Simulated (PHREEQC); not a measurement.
Make-up at 25 °C: 0.033 mol/kgw NH4HS. Closed to the air; pH follows from the charge balance.

Equilibrium calculation in PHREEQC: ion-association model, phreeqc.dat.

This is a speciation only: nothing precipitates in the calculation.

Task: Estimate the pH, specific conductance, ionic strength.

Result: pH 8.10; specific conductance 3870 µS/cm; ionic strength 0.0312 mol/kgw.

Task: In which forms is N present?

Result: NH4+ 94 %, NH3 5.5 % of the N.

Complexes and solids missing from the database can't appear.
